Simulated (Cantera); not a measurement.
Input (Python, Cantera):

```python
import numpy as np
import cantera as ct

gas = ct.Solution("gri30.yaml")
gas.TPX = 1223, 360000, {'C3H8': 1, 'O2': 10.6, 'N2': 40}
reactor = ct.IdealGasReactor(gas, energy="on", clone=False)
net = ct.ReactorNet([reactor])
net.rtol, net.atol = 1e-08, 1e-16
show = ['C3H8', 'O2', 'NO', 'NO2', 'HCO', 'CH2CO', 'CH4']
times = np.geomspace(8e-06, 9, 13)

steps = ct.SolutionArray(gas, extra=["t"])
rows = []
print(f"{'t/s':>10s}{'T/K':>9s}{'P/Pa':>11s}" + "".join(f"{s:>11s}" for s in show))
for t in times:
    while net.time < t:
        t_next = net.step()
        steps.append(gas.state, t=t_next)
    rows.append([np.interp(t, steps.t, y) for y in (steps.T, steps.P, *steps(*show).X.T)])
    print(f"{t:10.3e}{rows[-1][0]:9.1f}{rows[-1][1]:11.4g}" + "".join(f"{x:11.3e}" for x in rows[-1][2:]))
rate = np.gradient(steps.T, steps.t)
print("integrator steps:", len(steps.t))
if steps.T.max() > steps.T[0] + 200:
    print(f"time of steepest temperature rise: {steps.t[rate.argmax()]:.4e} s")
gas.TPX = 1223, 360000, {'C3H8': 1, 'O2': 10.6, 'N2': 40}
gas.equilibrate("UV")
print(f"equilibrium (UV): T = {gas.T:.1f} K  " + "  ".join(f"{s} {gas[s].X[0]:.3e}" for s in show))
```

It prints:

```
       t/s      T/K       P/Pa       C3H8         O2         NO        NO2        HCO      CH2CO        CH4
 8.000e-06   1223.0    3.6e+05  1.938e-02  2.054e-01  2.825e-18  8.519e-22  6.433e-14  3.796e-12  5.206e-08
 2.555e-05   1222.9    3.6e+05  1.937e-02  2.054e-01  1.788e-17  5.229e-20  1.407e-12  1.485e-10  5.728e-07
 8.159e-05   1222.8    3.6e+05  1.932e-02  2.054e-01  3.316e-16  5.179e-18  5.877e-11  1.138e-08  6.744e-06
 2.605e-04   1223.2  3.602e+05  1.904e-02  2.052e-01  3.395e-15  2.180e-16  5.318e-10  4.319e-07  5.035e-05
 8.320e-04   1225.8  3.614e+05  1.791e-02  2.044e-01  2.229e-14  5.994e-15  3.266e-09  8.417e-06  2.417e-04
 2.657e-03   2464.3   7.42e+05  5.855e-52  1.043e-01  1.743e-03  3.083e-06  3.426e-10  2.999e-21  2.894e-19
 8.485e-03   2447.4  7.367e+05  3.388e-52  1.008e-01  8.948e-03  1.579e-05  2.934e-10  2.238e-21  2.359e-19
 2.710e-02   2436.7  7.334e+05  2.366e-52  9.856e-02  1.348e-02  2.375e-05  2.655e-10  1.842e-21  2.063e-19
 8.653e-02   2436.1  7.332e+05  2.316e-52  9.843e-02  1.375e-02  2.422e-05  2.640e-10  1.820e-21  2.046e-19
 2.763e-01   2436.1  7.332e+05  2.316e-52  9.843e-02  1.375e-02  2.422e-05  2.640e-10  1.820e-21  2.046e-19
 8.825e-01   2436.1  7.332e+05  2.316e-52  9.843e-02  1.375e-02  2.422e-05  2.640e-10  1.820e-21  2.046e-19
 2.818e+00   2436.1  7.332e+05  2.316e-52  9.843e-02  1.375e-02  2.422e-05  2.640e-10  1.820e-21  2.046e-19
 9.000e+00   2436.1  7.332e+05  2.316e-52  9.843e-02  1.375e-02  2.422e-05  2.640e-10  1.820e-21  2.046e-19
integrator steps: 2009
time of steepest temperature rise: 1.7931e-03 s
equilibrium (UV): T = 2436.1 K  C3H8 4.373e-52  O2 9.843e-02  NO 1.375e-02  NO2 2.422e-05  HCO 2.640e-10  CH2CO 2.624e-21  CH4 3.073e-19
```

Cantera simulation using GRI-Mech 3.0 (53 species, 325 reactions); the numbers are that mechanism's predictions, not measurements. GRI-Mech 3.0 was tuned for natural gas; its chemistry of propane as a main component is partial and can be far from experiment.
